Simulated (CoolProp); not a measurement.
Vapour-liquid equilibrium of cyclohexane (1) + dimethyl carbonate (2) at 0.262 MPa; x and y are mole fractions of (1).

The numbers come from the multi-fluid Helmholtz-energy mixture model, Zhou 2014 and Zhou 2011; pair parameters Bell 2016 in CoolProp.

| x | bubble temperature (K) | y at the bubble point | dew temperature at overall composition x (K) | liquid density (mol/L) |
|---|---|---|---|---|
| 0.05 | 391.8 | 0.147 | 394.8 | 10.17 |
| 0.15 | 386.0 | 0.328 | 391.7 | 9.932 |
| 0.25 | 382.8 | 0.429 | 388.5 | 9.675 |
| 0.35 | 381.1 | 0.492 | 385.3 | 9.420 |
| 0.45 | 380.3 | 0.538 | 382.2 | 9.178 |
| 0.55 | 379.9 | 0.577 | 380.1 | 8.955 |
| 0.65 | 379.9 | 0.617 | 380.2 | 8.751 |
| 0.75 | 380.5 | 0.668 | 382.2 | 8.565 |
| 0.85 | 382.1 | 0.745 | 384.8 | 8.390 |
| 0.95 | 385.8 | 0.883 | 387.7 | 8.210 |

y crosses x between x = 0.55 and 0.65: the model has an azeotrope there.

The pair parameters rest on a limited set of measurements; away from them the model extrapolates.
